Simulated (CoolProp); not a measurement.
Dry air at 298.15 K and 0.339 MPa flows at 7 m/s in a round tube of 100 mm bore and 1.5 µm roughness, fully developed (64/Re and Nu = 3.66 if laminar; Colebrook and Gnielinski if turbulent). Each further row changes one setting.

The numbers come from the reference Helmholtz-energy equation of state, Lemmon 2000 in CoolProp. It is a pseudo-pure fit of the blend.

| case | Reynolds number | Darcy friction factor | pressure drop (Pa/m) | heat-transfer coefficient (W/(m² K)) | mass flow (kg/h) |
|---|---|---|---|---|---|
| as stated | 150000 | 0.0167 | 16.2 | 65.8 | (withheld) |
| velocity 14 m/s | 300000 | (withheld) | (withheld) | (withheld) | (withheld) |
| diameter 200 mm | 300000 | (withheld) | 7.06 | (withheld) | (withheld) |

What belongs in the gaps?


- as stated, mass flow (kg/h): 785
- velocity 14 m/s, Darcy friction factor: 0.0146
- velocity 14 m/s, pressure drop (Pa/m): 56.8
- velocity 14 m/s, heat-transfer coefficient (W/(m² K)): 115
- velocity 14 m/s, mass flow (kg/h): 1570
- diameter 200 mm, Darcy friction factor: 0.0145
- diameter 200 mm, heat-transfer coefficient (W/(m² K)): 57.1
- diameter 200 mm, mass flow (kg/h): 3140

Viscosity comes from a separate model (Lemmon 2004). Thermal conductivity comes from a separate model (Lemmon 2004).
